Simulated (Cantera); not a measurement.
# Thermodynamics of metals in furnace atmospheres, feed Fe + CO2 + N2 + SO2

Input: 1 mol Fe, 0.061 mol CO2, a varied amount of N2, 2.9 mol SO2, held at 1023 K and 0.00133 bar.

Cantera equilibrium calculation (NASA polynomials, part measured and part estimated; ideal gas, pure solids and liquids). Candidate condensed phases: C, Fe, Fe(CO)5, FeO, FeS, FeSO4, FeS2, Fe2O3, Fe2(SO4)3, Fe3O4, S; 38 gas species. Mutual solubility and eutectic melting of coexisting phases are not modelled. FeS: taken at fixed stoichiometry. Gases not in the tables: S3 to S7. Equilibrium is a limit: real reactors are often held back by kinetics, nucleation or transport.

```tsv
n(N2) (mol)	x N2	x SO2	x S2	x CO2	x S2O	x SO	n FeS(s)	n Fe3O4(s)
1.6	0.380	0.542	0.0628	0.0143	0.00102	0.000177	0.0781	0.307
2.1	0.445	0.483	0.0573	0.0128	0.000897	0.000163	0.0715	0.310
2.6	0.498	0.436	0.0528	0.0116	0.000801	0.000152	0.0654	0.312
3.4	0.565	0.377	0.0470	0.0100	0.000683	0.000137	0.0565	0.314
4.3	0.621	0.327	0.0419	0.00871	0.000584	0.000124	0.0477	0.317
5.4	0.673	0.281	0.0372	0.00751	0.000495	0.000112	0.0381	0.321
6.9	0.725	0.236	0.0323	0.00632	0.000408	9.88e-5	0.0266	0.324
8.8	0.770	0.196	0.0279	0.00527	0.000333	8.67e-5	0.0141	0.329
11	0.807	0.164	0.0241	0.00441	0.000273	7.65e-5	0.00163	0.333
14	0.842	0.134	0.0199	0.00361	0.000214	6.59e-5	0	0.333
18	0.873	0.108	0.0160	0.00291	0.000163	5.61e-5	0	0.333
23	0.897	0.0871	0.0129	0.00234	0.000124	4.77e-5	0	0.333
30	0.919	0.0684	0.0101	0.00184	9.20e-5	3.98e-5	0	0.333
```
x: gas mole fraction; n: condensed amount in mol.

From 1.6 mol N2 to 11 mol N2 the condensed part is FeS(s) + Fe3O4(s). From 14 mol N2 to 30 mol N2 the condensed part is Fe3O4(s).
